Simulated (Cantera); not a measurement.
Stirred combustor or abatement burner

A perfectly stirred reactor is fed with 3.55 % CH₄, 4.26 % C₂H₆, 0.959 % C₃H₈, 19.1 % O₂, 72.1 % N₂, equivalence ratio 1.4, at 12000 Torr; it is adiabatic with a 550 K inlet, and is followed from long to short residence time, starting on the burning branch (τ in s: 0.044, 0.021, 0.01, 0.005, 0.0024, 0.0012, 0.00058, 0.00028, 0.00014, 6.6e-05, 3.2e-05).

Detailed kinetics in Cantera: GRI-Mech 3.0 (53 species, 325 reactions). The pressure lies above the range GRI-Mech 3.0 was tuned for (to about 10 atm).

```tsv
τ (s)	T (K)	x CH₄	x C₂H₆	x C₃H₈	x CO₂	x CH₂
0.044	2203	0.000119	1.32e-7	2.27e-8	0.0495	1.48e-7
0.021	2203	0.000219	2.81e-7	4.68e-8	0.0496	2.99e-7
0.010	2203	0.000392	6.08e-7	9.66e-8	0.0497	5.97e-7
0.0050	2203	0.000645	1.26e-6	1.90e-7	0.0500	1.11e-6
0.0024	2202	0.00102	2.73e-6	3.86e-7	0.0503	2.08e-6
0.0012	2200	0.00145	5.61e-6	7.51e-7	0.0506	3.64e-6
0.00058	2194	0.00195	1.17e-5	1.51e-6	0.0507	6.31e-6
0.00028	2181	0.00248	2.44e-5	3.04e-6	0.0502	1.05e-5
0.00014	2158	0.00307	5.03e-5	6.08e-6	0.0488	1.60e-5
6.6e-5	2109	0.00407	0.000122	1.42e-5	0.0453	2.28e-5
3.2e-5	1955	0.00731	0.000532	5.72e-5	0.0347	1.94e-5
```
x: mole fraction; the columns are a selection and need not sum to one.
